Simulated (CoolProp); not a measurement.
The fluid at 341.01 K and 0.00467 MPa flows at 0.081 m/s in a round tube of 12.7 mm bore and 45 µm roughness, fully developed (64/Re and Nu = 3.66 if laminar; Colebrook and Gnielinski if turbulent). The same conditions are run with several fluids, on thermodynamics alone (safety and materials aside).

Values from CoolProp's reference Helmholtz-energy equation of state of each fluid (n-nonane: Lemmon 2006; R134a: Tillner-Roth 1994; R507A: Lemmon 2003; m-xylene: Zhou 2012; sulfur hexafluoride: Guder 2009). Blends and air are pseudo-pure fits.

```csv
fluid,Reynolds number,Darcy friction factor,pressure drop (Pa/m),heat-transfer coefficient (W/(m² K)),mass flow (kg/h)
n-nonane,35.3,1.81,0.0994,3.89,0.00785
R134a,12.8,4.99,0.217,4.84,0.00621
R507A,12.0,5.33,0.224,4.76,0.00602
m-xylene,24.4,2.63,0.119,3.65,0.00648
sulfur hexafluoride,14.5,4.43,0.275,4.65,0.00889
```

Transport values come from each fluid's own correlations; those of R134a are estimates that may be off by 10 % or more.
